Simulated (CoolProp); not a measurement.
Vapour-liquid equilibrium of R134a (1) + R152A (2) at 0.0225 MPa; x and y are mole fractions of (1).

Computed with CoolProp (multi-fluid Helmholtz-energy mixture model, Tillner-Roth 1994 and Outcalt 1996; pair parameters Lemmon 2004).

```json
[
 {"x": "0.05", "bubble temperature, mixture model (°C)": "-53.3", "bubble temperature, Raoult's law (°C)": "-53.5", "y, mixture model": "0.042", "y, Raoult's law": "0.053"},
 {"x": "0.15", "bubble temperature, mixture model (°C)": "-53.0", "bubble temperature, Raoult's law (°C)": "-53.6", "y, mixture model": "0.136", "y, Raoult's law": "0.159"},
 {"x": "0.25", "bubble temperature, mixture model (°C)": "-52.9", "bubble temperature, Raoult's law (°C)": "-53.7", "y, mixture model": "0.239", "y, Raoult's law": "0.263"},
 {"x": "0.35", "bubble temperature, mixture model (°C)": "-52.8", "bubble temperature, Raoult's law (°C)": "-53.8", "y, mixture model": "0.349", "y, Raoult's law": "0.365"},
 {"x": "0.45", "bubble temperature, mixture model (°C)": "-52.8", "bubble temperature, Raoult's law (°C)": "-53.9", "y, mixture model": "0.461", "y, Raoult's law": "0.467"},
 {"x": "0.55", "bubble temperature, mixture model (°C)": "-53.0", "bubble temperature, Raoult's law (°C)": "-54.0", "y, mixture model": "0.574", "y, Raoult's law": "0.566"},
 {"x": "0.65", "bubble temperature, mixture model (°C)": "-53.2", "bubble temperature, Raoult's law (°C)": "-54.1", "y, mixture model": "0.683", "y, Raoult's law": "0.665"},
 {"x": "0.75", "bubble temperature, mixture model (°C)": "-53.5", "bubble temperature, Raoult's law (°C)": "-54.2", "y, mixture model": "0.785", "y, Raoult's law": "0.762"},
 {"x": "0.85", "bubble temperature, mixture model (°C)": "-53.9", "bubble temperature, Raoult's law (°C)": "-54.3", "y, mixture model": "0.879", "y, Raoult's law": "0.858"},
 {"x": "0.95", "bubble temperature, mixture model (°C)": "-54.3", "bubble temperature, Raoult's law (°C)": "-54.5", "y, mixture model": "0.962", "y, Raoult's law": "0.953"}
]
```

The largest gap from Raoult's law is +1.1 K in bubble temperature, at x = 0.45. y crosses x between x = 0.35 and 0.45: the model has an azeotrope there.

Pair parameters are fitted to limited data, so mixtures are less certain than the pure fluids.
